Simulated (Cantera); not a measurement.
An isothermal, constant-pressure homogeneous reactor starts with H₂ : O₂ : N₂ = 1.1 : 1 : 5.1 (molar parts), at 875 K and 0.336 atm.

Model: the H2/O2 subset of GRI-Mech 3.0, which has no nitrogen chemistry, integrated in Cantera. Below about 950 K walls govern HO2 and H2O2 in real vessels. The temperature is held fixed by assumption; the heat of reaction is taken as removed at once.

Problem. Predict: x(H₂) at 9.00 s; x(O₂) at 9.00 s; x(H₂O₂) at 9.00 s; x(H₂O) at 9.00 s; x(HO₂) at 9.00 s.

Solution. 
```
Quantity                                              Result
-----------------  -----------------------------------------
x(H₂) at 9.00 s      0.0199 (gas-phase equilibrium 1.37e-12)
x(O₂) at 9.00 s        0.0768 (gas-phase equilibrium 0.0677)
x(H₂O₂) at 9.00 s  0.000221 (gas-phase equilibrium 1.14e-11)
x(H₂O) at 9.00 s         0.144 (gas-phase equilibrium 0.165)
x(HO₂) at 9.00 s    1.53e-5 (gas-phase equilibrium 3.98e-11)
```
